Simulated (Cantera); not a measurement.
A closed system holds: 1 mol toluene, 2.4 mol H2, held at 10000 Pa.

These are equilibrium values from Cantera (NASA tables, ideal gas, pure condensed phases), not measurements of a reactor. Candidate condensed phases: C, C6H6, C7H8, C8H18; 76 gas species. Equilibrium is a limit: real reactors are often held back by kinetics, nucleation or transport.

Task: At 2000 K, list the 4 most abundant gas species with their mole fractions, and the condensed phases.

Result: H2 0.994, H 0.00513, C2H2 (acetylene) 0.000764, CH4 4.19e-5. Condensed: C(graphite).
